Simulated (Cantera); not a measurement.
What does this Cantera script print?

```python
import numpy as np
import cantera as ct

gas_names = """
    C CN CO CO2 C2 CCN CNC C2N2 C2O C3 C3O2 C4 C4N2 C5 N NCO NO NO2 NO3 N2 N2O O O2 O3 Si SiC SiC2 SiN
    SiO SiO2 Si2 Si2C Si2N Si3
""".split()
cond_names = """
    C(gr) Si(cr) Si(L) SiC(b) SiO2(Lqz) SiO2(hqz) SiO2(L) Si2N2O(s) Si3N4(a)
""".split()


# ... load() reads the species with a 1 bar reference pressure and builds the phases ...
atoms = {
    'SiC': {'Si': 1, 'C': 1},
    'O2': {'O': 2},
    'N2': {'N': 2},
    'CO2': {'C': 1, 'O': 2},
}
top_T = {'C(gr)': 4500, 'SiC(b)': 3050, 'Si2N2O(s)': 2100, 'Si3N4(a)': 2400}  # K; cautious upper limits of use, not melting points


# ... equilibrate(T, P, feed) seeds the gas with the atoms and calls Mixture.equilibrate('TP', solver="vcs", rtol=1e-11, max_steps=5000) ...
results = []
T = 1248  # K
P = 1000  # Pa
for m in [0.14, 0.27, 0.4, 0.53, 0.66, 0.8, 0.93, 1.1]:
    feed = {'SiC': 1, 'O2': 0.022, 'N2': 5.5, 'CO2': m}  # mol
    mix = equilibrate(T, P, feed)
    results.append((T, P, feed, dict(zip(mix.species_names, mix.species_moles))))
    x = sorted(zip(gas.X, gas.species_names), reverse=True)
    print(f"T = {T:g} K  P = {P:g} Pa  n(CO2) = {m:g} mol  gas = {mix.phase_moles(0):.4g} mol")
    print("   x: " + "  ".join(f"{s} {v:.3e}" for v, s in x if v > 0.0001))
    print("   condensed (mol): " + ("  ".join(f"{mix.phase(i).name} {mix.phase_moles(i):.4g}"
          for i in range(1, mix.n_phases) if mix.phase_moles(i) > 1e-12) or "none"))
```

Output:

```
T = 1248 K  P = 1000 Pa  n(CO2) = 0.14 mol  gas = 4.941 mol
   x: N2 1.000e+00
   condensed (mol): C(gr) 1.14  Si2N2O(s) 0.324  Si3N4(a) 0.1174
T = 1248 K  P = 1000 Pa  n(CO2) = 0.27 mol  gas = 5.084 mol
   x: N2 9.835e-01  CO 1.652e-02
   condensed (mol): C(gr) 1.186  Si2N2O(s) 0.5
T = 1248 K  P = 1000 Pa  n(CO2) = 0.4 mol  gas = 5.344 mol
   x: N2 9.356e-01  CO 6.437e-02
   condensed (mol): C(gr) 1.056  Si2N2O(s) 0.5
T = 1248 K  P = 1000 Pa  n(CO2) = 0.53 mol  gas = 5.604 mol
   x: N2 8.922e-01  CO 1.078e-01
   condensed (mol): C(gr) 0.926  Si2N2O(s) 0.5
T = 1248 K  P = 1000 Pa  n(CO2) = 0.66 mol  gas = 5.864 mol
   x: N2 8.527e-01  CO 1.473e-01
   condensed (mol): C(gr) 0.796  Si2N2O(s) 0.5
T = 1248 K  P = 1000 Pa  n(CO2) = 0.8 mol  gas = 6.144 mol
   x: N2 8.138e-01  CO 1.862e-01
   condensed (mol): C(gr) 0.656  Si2N2O(s) 0.5
T = 1248 K  P = 1000 Pa  n(CO2) = 0.93 mol  gas = 6.404 mol
   x: N2 7.808e-01  CO 2.192e-01
   condensed (mol): C(gr) 0.526  Si2N2O(s) 0.5
T = 1248 K  P = 1000 Pa  n(CO2) = 1.1 mol  gas = 6.744 mol
   x: N2 7.414e-01  CO 2.586e-01
   condensed (mol): C(gr) 0.356  Si2N2O(s) 0.5
```

These are equilibrium values from Cantera (NASA tables, ideal gas, pure condensed phases), not measurements of a reactor. N2 is the only nitrogen source here; it is nearly inert below about 1500 K, so the nitride shown seldom forms there in practice. Mutual solubility and eutectic melting of coexisting phases are not modelled.
